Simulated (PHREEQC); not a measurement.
Consider water at 25 °C with 0.00097 mol/kgw NaH2PO4. Closed to the air; pH follows from the charge balance.

All values are PHREEQC results (ion-association model, phreeqc.dat), not measurements.

The pH is 5.12. The ionic strength is 0.000987 mol/kgw.

```json
[
 {"species": "Na+", "molality": "0.000970", "activity": "0.000936", "log γ": "-0.015"},
 {"species": "H2PO4-", "molality": "0.000960", "activity": "0.000927", "log γ": "-0.015"},
 {"species": "HPO4-2", "molality": "8.80e-6", "activity": "7.65e-6", "log γ": "-0.061"},
 {"species": "H+", "molality": "7.79e-6", "activity": "7.53e-6", "log γ": "-0.015"},
 {"species": "H3PO4", "molality": "1.03e-6", "activity": "1.03e-6", "log γ": "0.000"},
 {"species": "NaHPO4-", "molality": "1.45e-8", "activity": "1.40e-8", "log γ": "-0.015"},
 {"species": "OH-", "molality": "1.39e-9", "activity": "1.34e-9", "log γ": "-0.015"}
]
```

This is a speciation only: nothing precipitates in the calculation. Species that the database lacks are ignored.
